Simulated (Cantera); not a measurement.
Stirred combustor or abatement burner

A perfectly stirred reactor is fed with CH4 : O2 : N2 = 1 : 2.04 : 7.67 (molar parts), equivalence ratio 0.98, at 85000 Pa; it is adiabatic with a 525 K inlet, and is followed from long to short residence time, starting on the burning branch (τ in s: 0.059, 0.027, 0.013, 0.0058, 0.0027, 0.0012, 0.00057, 0.00026, 0.00012, 5.6e-05).

Cantera simulation using GRI-Mech 3.0 (53 species, 325 reactions); the numbers are that mechanism's predictions, not measurements.

```tsv
τ (s)	T (K)	x CH4	x O2	x CH3	x HCN	x H2O	x O	x OH
0.059	2302	4.12e-6	0.0107	2.30e-6	3.95e-7	0.176	0.000756	0.00561
0.027	2285	7.91e-6	0.0118	4.31e-6	5.15e-7	0.175	0.000922	0.00608
0.013	2259	1.40e-5	0.0132	7.31e-6	6.03e-7	0.173	0.00119	0.00672
0.0058	2218	2.53e-5	0.0152	1.25e-5	6.74e-7	0.170	0.00166	0.00760
0.0027	2167	4.46e-5	0.0175	2.04e-5	7.40e-7	0.166	0.00231	0.00847
0.0012	2104	8.36e-5	0.0202	3.48e-5	8.42e-7	0.162	0.00317	0.00924
0.00057	2041	0.000156	0.0229	5.92e-5	1.00e-6	0.158	0.00403	0.00965
0.00026	1972	0.000324	0.0263	0.000110	1.32e-6	0.154	0.00477	0.00963
0.00012	1901	0.000752	0.0314	0.000228	1.98e-6	0.150	0.00492	0.00887
5.6e-5	1786	0.00285	0.0452	0.000722	4.08e-6	0.145	0.00296	0.00561
```
x: mole fraction; the columns are a selection and need not sum to one.
